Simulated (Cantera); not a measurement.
Input: 1 mol c-C4F8, 0.18 mol CH4, 13 mol H2, held at 1.00 Pa.

Cantera equilibrium calculation (NASA polynomials, part measured and part estimated; ideal gas, pure solids and liquids). Candidate condensed phases: C, C6H6, C7H8, C8H18; 95 gas species. The feed counts by its element totals alone. Kinetics and transport are ignored. All values below are at 1373 K.

Base state: H2 0.539, HF 0.461, H 0.000773 (mole fractions); condensed: C(graphite).

Question: What changes in the equilibrium state with this change: H2 from 13 to 2.1 mol?

Answer: 
```tsv
species	before	after
HF	0.461	0.864
CF4	<1e-9	0.135
F	6.68e-9	0.000643
H2	0.539	<1e-9
CF2	<1e-9	0.000623
H	0.000773	1.51e-8
C(graphite), mol	4.18	3.41
```
Gases not in the tables: C2F6 and larger saturated fluorocarbons.
